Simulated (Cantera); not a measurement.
A freely propagating, adiabatic, planar premixed flame of 12.5 % CH₄, 1.05 % CO, 16.9 % O₂, 69.5 % N₂, equivalence ratio 1.5, unburnt at 575 K and 45000 Pa; mixture-averaged transport, grid criteria slope 0.08 and curve 0.16, no radiation.

Model: GRI-Mech 3.0 (53 species, 325 reactions), integrated in Cantera. Burning velocities carry a grid error of a few per cent, more on coarse grids.

**Question.** Predict: laminar burning velocity; thermal thickness; peak x(H₂); peak x(CH₂); peak x(HCN).

**Answer.** 
| Item | Value |
|---|---|
| laminar burning velocity | 54.3 cm/s |
| thermal thickness | 1.33 mm |
| peak x(H₂) | 0.0735 |
| peak x(CH₂) | 5.93e-5 |
| peak x(HCN) | 6.22e-5 |
